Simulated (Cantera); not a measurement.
An isothermal, constant-pressure homogeneous reactor starts with C2H6 : N2 = 1 : 1.8 (molar parts), at 1050 K and 17000 Pa. Integrator tolerance rtol = 1e-08.

Cantera simulation using GRI-Mech 3.0 (53 species, 325 reactions); the numbers are that mechanism's predictions, not measurements. GRI-Mech 3.0 stops at C3 and has no aromatics, soot or wall deposition, so with more carbon than oxygen in the feed, carbon stays in small species such as C2H2 where larger ones or solid carbon would form.

### Question
What does this change do: pressure from 17000 Pa to 84.0 Pa?

### Answer
```tsv
quantity	before	after
x(C2H6) at 4.00 s	0.0172 (gas-phase equilibrium 0.000568)	0.308 (gas-phase equilibrium 2.69e-6)
x(CH2) at 4.00 s	<1e-12 (gas-phase equilibrium <1e-12)	3.68e-10 (gas-phase equilibrium <1e-12)
x(H) at 4.00 s	2.75e-7 (gas-phase equilibrium 4.20e-9)	1.90e-6 (gas-phase equilibrium 1.66e-7)
x(CH3) at 4.00 s	6.46e-7 (gas-phase equilibrium 5.13e-7)	6.26e-5 (gas-phase equilibrium 5.02e-7)
x(C2H4) at 4.00 s	0.232 (gas-phase equilibrium 0.0629)	0.0338 (gas-phase equilibrium 0.00778)
x(CH4) at 4.00 s	0.0223 (gas-phase equilibrium 0.309)	0.00524 (gas-phase equilibrium 0.0591)
x(C2H2) at 4.00 s	0.00822 (gas-phase equilibrium 0.0469)	0.000201 (gas-phase equilibrium 0.152)
```
Radical loss at walls, strong at low pressure, is not modelled.
